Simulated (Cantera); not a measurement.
Charge: 1 mol Fe(CO)₅, a varied amount of H₂, equilibrated at 848.15 K and 0.0100 bar.

Points: n(H2) (mol) = 0.32, 0.47, 0.69, 1, 1.5, 2.2, 3.1, 4.6, 6.7, 9.8.

Cantera's Mixture.equilibrate('TP', solver="vcs", rtol=1e-11, max_steps=5000) on the NASA tables stopped like this:

```
ERROR: FAILURE its = 5001!

*******************************************************************************
CanteraError thrown by MultiPhase::equilibrate:
VCS solver failed. Return code: -1
*******************************************************************************
```

Task: What got this run through?

Result: This is not unique; one that fits is The failure is numerical, not chemical. The same input converged with solver="gibbs", rtol=1e-10, max_steps=50000, and the result passed a check of the equilibrium conditions:
```
log10 of partial pressures in bar; condensed amounts in mol
     n(H2)        CO        H2       CO2       H2O       CH4     C(gr)     Fe(a)
      0.32    -2.103    -3.187    -2.849    -4.423    -6.568    0.6751         1
      0.47    -2.115    -3.034    -2.873    -4.282    -6.262    0.6684         1
      0.69    -2.131    -2.886    -2.906    -4.151    -5.967    0.6588         1
         1    -2.154    -2.751    -2.952    -4.039    -5.697    0.6462         1
       1.5    -2.188    -2.614    -3.019    -3.935    -5.422    0.6275         1
       2.2    -2.231    -2.496    -3.105    -3.860    -5.187    0.6041         1
       3.1    -2.280    -2.403    -3.203    -3.816    -5.000    0.5779         1
       4.6    -2.350    -2.310    -3.343    -3.793    -4.814    0.5412         1
       6.7    -2.432    -2.236    -3.507    -3.801    -4.667    0.4996         1
       9.8    -2.529    -2.176    -3.701    -3.838    -4.547    0.4508         1
```

The gas is ideal and each condensed phase is pure. Condensed phases not in the tables: cementite and carbon dissolved in iron.
